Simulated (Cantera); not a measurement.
A Cantera script and what it prints.

```python
import numpy as np
import cantera as ct

gas_names = """
    Fe FeO Fe(OH)2 H HO2 H2 H2O H2O2 H2S H2SO4 O OH O2 O3 S SH SO SO2 SO3 S2 S2O S8
""".split()
cond_names = """
    Fe(a) Fe(c) Fe(d) Fe(L) FeO(s) FeO(L) Fe(OH)2(s) Fe(OH)3(s) FeS(a) FeS(b) FeS(c) FeS(L) FeSO4(s)
    FeS2(s) Fe2O3(s) Fe2S3O12(s) Fe3O4(s) H2O(s) H2O(L) H2SO4(L) S(cr1) S(cr2) S(L)
""".split()


# ... load() reads the species with a 1 bar reference pressure and builds the phases ...
atoms = {
    'FeS2': {'Fe': 1, 'S': 2},
    'O2': {'O': 2},
    'H2S': {'H': 2, 'S': 1},
}
top_T = {'FeSO4(s)': 950, 'FeS2(s)': 1010, 'Fe2O3(s)': 1830, 'Fe2S3O12(s)': 1100, 'Fe3O4(s)': 1870}  # K; cautious upper limits of use, not melting points


# ... equilibrate(T, P, feed) seeds the gas with the atoms and calls Mixture.equilibrate('TP', solver="vcs", rtol=1e-11, max_steps=5000) ...
results = []
feed = {'FeS2': 1, 'O2': 0.34, 'H2S': 3.9}  # mol
T = 648.15  # K
for P in [1000, 2600, 6700, 17000, 45000, 120000, 300000, 770000, 2000000]:
    mix = equilibrate(T, P, feed)
    results.append((T, P, feed, dict(zip(mix.species_names, mix.species_moles))))

top = {s: max(r[3][s] / sum(r[3][g] for g in gas_names) for r in results) for s in gas_names}
cols = sorted((s for s in top if top[s] > 1e-05), key=lambda s: -top[s])[:9]
seen = [c for c in cond_names if any(r[3].get(c, 0) > 1e-12 for r in results)]
print("log10 of partial pressures in bar; condensed amounts in mol")
print(f"{'P/Pa':>10s}" + "".join(f"{s[:9]:>10s}" for s in cols + seen))
for T, P, feed, n in results:
    ng = sum(n[g] for g in gas_names)
    print(f"{P:10.4g}" + "".join(f"{np.log10(max(n[s] / ng * P / 1e5, 1e-99)):10.3f}" for s in cols)
          + "".join(f"{n.get(c, 0):10.4g}" for c in seen))
```

Result:

```
log10 of partial pressures in bar; condensed amounts in mol
      P/Pa       H2S       H2O        S2        S8        H2       SO2       S2O   FeS2(s)      S(L)
      1000    -2.114    -2.791    -3.199    -4.348    -5.171    -5.595    -6.318         1         0
      2600    -1.691    -2.367    -2.998    -3.543    -4.848    -5.292    -6.016         1         0
      6700    -1.273    -1.949    -2.856    -2.975    -4.502    -5.079    -5.802         1         0
   1.7e+04    -0.866    -1.541    -2.738    -2.503    -4.153    -4.901    -5.625         1         0
   4.5e+04    -0.441    -1.117    -2.624    -2.047    -3.786    -4.729    -5.454         1         0
   1.2e+05    -0.014    -0.690    -2.513    -1.605    -3.414    -4.564    -5.288         1         0
     3e+05     0.384    -0.291    -2.412    -1.200    -3.066    -4.412    -5.136         1         0
   7.7e+05     0.796     0.121    -2.342    -0.921    -2.689    -4.307    -5.031         1     0.182
     2e+06     1.215     0.540    -2.342    -0.921    -2.270    -4.307    -5.031         1    0.4908
```

Cantera equilibrium calculation (NASA polynomials, part measured and part estimated; ideal gas, pure solids and liquids). Gases not in the tables: S3 to S7.
